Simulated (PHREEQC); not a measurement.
4.2 g of hydrous ferric oxide (600 m²/g; 0.2 weak and 0.005 strong sites per Fe, Dzombak-Morel constants, diffuse double layer) in 1 kg of water with 0.005 mol/kgw of an inert sodium salt, at 25 °C; the pH is set by adding NaOH or the inert anion's acid. Oxygen alone is held at its pressure in air (log pO2 = -0.68). No CO2 enters from the air. Precipitation was switched off in this run.

The numbers come from PHREEQC with the ion-association model, wateq4f.dat.

```tsv
pH	surface charge σ (C/m²)	surface potential ψ (mV)
3	0.322	205
3.5	0.267	199
4	0.202	189
4.5	0.144	174
5	0.097	156
5.5	0.063	136
6	0.039	113
6.5	0.023	88
7	0.013	62
7.5	0.006	34
8	0.001	6
8.5	-0.004	-22
9	-0.009	-50
```

The oxide is taken as insoluble; below pH 4 it would dissolve.
